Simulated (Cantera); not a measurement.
Charge: 1 mol SiHCl₃, 0.0078 mol Cl₂, 210 mol H₂, held at 13300 Pa.

Cantera equilibrium calculation (NASA polynomials, part measured and part estimated; ideal gas, pure solids and liquids). Candidate condensed phases: Si; 19 gas species. Kinetics and transport are ignored.

Over these rows the condensed part is Si(s). Partial pressures as log10 of bar:

```tsv
T (K)	1000/T (1/K)	log p SiHCl₃	log p H₂	log p HCl
1148	0.8711	-4.45	-0.88	-2.80
1198	0.8347	-4.77	-0.88	-2.77
1248	0.8013	-5.10	-0.88	-2.76
1298	0.7704	-5.43	-0.88	-2.76
1348	0.7418	-5.75	-0.88	-2.76
1398	0.7153	?	-0.88	-2.76
```

Problem. Fit log p(SiHCl₃) = a + b·(1000/T) to the five rows, give the apparent enthalpy, and predict the row at 1398 K.

Solution. Means: 1000/T = 0.8039, log p = -5.100. Sxy = 0.105264, Sxx = 0.0104499, so b = 10.07 and a = -5.100 − (10.07)×0.8039 = -13.19.
Apparent enthalpy: −19.145 × (10.07) = -193 kJ/mol. With the condensed phases at unit activity, Si(s) + 3 HCl(g) = SiHCl₃(g) + H₂(g) links this pressure to the main gases: over the six rows their terms move log p by +0.12 in all, so the slope isn't that reaction's ΔH° alone. The five rows lie within 0.03 of the line.
Prediction at 1398 K: -13.19 + (10.07)×0.7153 = -5.99. The computed value is -6.04, 0.05 from the line.
